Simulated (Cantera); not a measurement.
Input: 1 mol CuO, 0.78 mol F2, 0.51 mol O2, held at 1648 K and 13.3 mbar.

Equilibrium computed with Cantera from the NASA thermochemical tables; the gas is ideal and each condensed phase is pure. Equilibrium is a limit: real reactors are often held back by kinetics, nucleation or transport.

| species | before | after |
|---|---|---|
| O2 | 0.500 | 0.497 |
| CuF2 | 0.271 | 0.264 |
| CuF | 0.223 | 0.228 |
| F | 0.00569 | 0.0113 |
| O | 0.000155 | 0.000223 |
| Cu | 2.13e-5 | 2.27e-5 |
Gas species are given as mole fractions.

### Question
Name the change that produced these shifts.
A. temperature from 1648 K to 948 K
B. pressure from 13.3 mbar to 0.100 bar
C. pressure from 13.3 mbar to 19.0 Pa
D. pressure from 13.3 mbar to 6.40 mbar

### Answer
D, pressure from 13.3 mbar to 6.40 mbar
